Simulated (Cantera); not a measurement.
Thermodynamics of carbothermic reduction, feed MgO + C + H2

A closed system holds: 1 mol MgO, 0.96 mol C, a varied amount of H2, at 2348 K and 200000 Pa.

Method: chemical equilibrium by Gibbs-energy minimisation in Cantera with the NASA 1993 tables (ideal gas, pure condensed phases). Candidate condensed phases: C, C6H6, C7H8, C8H18, H2O, Mg, MgCO3, MgO, Mg(OH)2; 116 gas species. The tables' values for MgH are old estimates; treat these amounts as uncertain. The numbers say what is thermodynamically allowed, not how fast it happens.

From 0.17 mol H2 to 3.6 mol H2 the condensed part is MgO(s). The main Mg-bearing gas is Mg throughout. The share of Mg in condensed phases is highest at 0.17 mol H2 (3.9 %) and lowest at 3.6 mol H2 (2.8 %).

```tsv
n(H2) (mol)	log p H2	log p CO	log p Mg	log p H	log p MgH	log p H2O	log p MgOH	n MgO(s)
0.17	-0.81	-0.04	-0.04	-2.31	-2.17	-3.75	-3.81	0.0395
0.74	-0.26	-0.14	-0.15	-2.04	-2.01	-3.10	-3.54	0.0383
1.3	-0.10	-0.23	-0.23	-1.96	-2.01	-2.86	-3.46	0.0369
1.9	-0.01	-0.30	-0.31	-1.91	-2.04	-2.69	-3.42	0.0350
2.5	0.05	-0.36	-0.37	-1.88	-2.07	-2.57	-3.39	0.0327
3	0.08	-0.41	-0.42	-1.87	-2.10	-2.49	-3.37	0.0306
3.6	0.11	-0.46	-0.46	-1.85	-2.14	-2.42	-3.36	0.0276
```
log p: log10 of the partial pressure in bar; n: condensed amount in mol.
